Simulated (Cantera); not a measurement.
Cantera run:

```python
import numpy as np
import cantera as ct

gas_names = """
    O
""".split()
cond_names = """
    TiO2(ru) TiO2(L) Ti(a) Ti(b) Ti(L) Ti2O3(a) Ti2O3(b) Ti2O3(L) Ti3O5(a) Ti3O5(b) Ti3O5(L)
""".split()


# ... load() reads the species with a 1 bar reference pressure and builds the phases ...
species = {s.name: s for s in load("nasa_gas.yaml", gas_names) + load("nasa_condensed.yaml", cond_names)}
# Each term lists the table entries of one substance; the one whose range holds T is used.
reactions = {
    '3 TiO2 + Ti = 2 Ti2O3':
        [(-3, ['TiO2(ru)', 'TiO2(L)']), (-1, ['Ti(a)', 'Ti(b)', 'Ti(L)']), (2, ['Ti2O3(a)', 'Ti2O3(b)', 'Ti2O3(L)'])],
    '2 Ti3O5 = 3 Ti2O3 + O(g)':
        [(-2, ['Ti3O5(a)', 'Ti3O5(b)', 'Ti3O5(L)']), (3, ['Ti2O3(a)', 'Ti2O3(b)', 'Ti2O3(L)']), (1, ['O'])],
}


def pick(names, T):
    return next(species[n] for n in names if species[n].thermo.min_temp <= T <= species[n].thermo.max_temp)


results = []
for label, terms in reactions.items():
    print(label)
    print("     T/K   dH/kJ  dS/(J/K)   dG/kJ   log10 K")
    for T in [300, 1100, 1300, 1500, 1700, 1900, 2100, 2300, 2500, 2700]:
        used = [(nu, pick(names, T)) for nu, names in terms]
        dH = sum(nu * s.thermo.h(T) for nu, s in used) / 1e6
        dS = sum(nu * s.thermo.s(T) for nu, s in used) / 1e3
        dG = dH - T * dS / 1e3
        logK = -dG * 1e6 / (ct.gas_constant * T * np.log(10))
        results.append((label, T, dH, dS, dG, logK, [s.name for _, s in used]))
        print(f"{T:8g} {dH:8.1f} {dS:8.1f} {dG:8.1f} {logK:8.2f}")
```

Output:

```
3 TiO2 + Ti = 2 Ti2O3
     T/K   dH/kJ  dS/(J/K)   dG/kJ   log10 K
     300   -207.4    -26.6   -199.4    34.72
    1100   -179.9     15.6   -197.1     9.36
    1300   -176.4     18.3   -200.3     8.05
    1500   -168.9     23.8   -204.5     7.12
    1700   -161.8     28.2   -209.7     6.44
    1900   -155.4     31.8   -215.7     5.93
    2100   -165.0     26.7   -221.2     5.50
    2300   -161.7     29.1   -228.6     5.19
    2500   -168.5     26.3   -234.2     4.89
    2700   -175.4     23.6   -239.1     4.63
2 Ti3O5 = 3 Ti2O3 + O(g)
     T/K   dH/kJ  dS/(J/K)   dG/kJ   log10 K
     300    605.1    135.0    564.6   -98.31
    1100    614.3    129.2    472.1   -22.42
    1300    619.8    133.8    445.8   -17.91
    1500    622.2    135.6    418.8   -14.58
    1700    621.5    135.2    391.7   -12.03
    1900    617.3    132.9    364.8   -10.03
    2100    266.2    -38.5    347.0    -8.63
    2300    571.1    105.8    327.7    -7.44
    2500    562.3    102.2    306.9    -6.41
    2700    553.5     98.8    286.8    -5.55
```

Source: NASA polynomial tables (part measured, part estimated), evaluated in Cantera. Condensed species are held in their standard states even where they would react or evaporate.
